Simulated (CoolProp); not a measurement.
Vapour-liquid equilibrium of R125 (1) + R1234yf (2) at 0.193 bar; x and y are mole fractions of (1).

The numbers come from the multi-fluid Helmholtz-energy mixture model, Lemmon 2005 and Lemmon 2022; pair parameters Bell 2023 in CoolProp.

```tsv
x	bubble temperature, mixture model (°C)	bubble temperature, Raoult's law (°C)	y, mixture model	y, Raoult's law
0.05	-62.7	-62.7	(withheld)	0.121
0.125	-64.5	-64.4	0.274	0.273
0.2	-66.1	-66.0	0.399	0.399
0.275	-67.5	-67.4	(withheld)	0.503
0.35	-68.8	-68.7	0.589	0.591
0.425	(withheld)	-69.9	0.664	0.666
0.5	-71.1	-71.0	(withheld)	0.731
0.575	-72.1	-72.0	(withheld)	0.787
0.65	-73.1	-73.0	0.833	0.836
0.725	-73.9	-73.9	0.876	0.879
0.8	-74.8	-74.8	0.915	0.917
0.875	-75.6	-75.6	0.950	0.951
0.95	-76.3	-76.3	0.981	0.981
```

Question: Some entries are withheld; supply them.

Answer: 
- 0.05, y, mixture model: 0.122
- 0.275, y, mixture model: 0.502
- 0.425, bubble temperature, mixture model (°C): -70.0
- 0.5, y, mixture model: 0.728
- 0.575, y, mixture model: 0.784

The largest gap from Raoult's law is -0.1 K in bubble temperature, at x = 0.275. No azeotrope shows between x = 0.05 and 0.95.

The pair parameters rest on a limited set of measurements; away from them the model extrapolates.
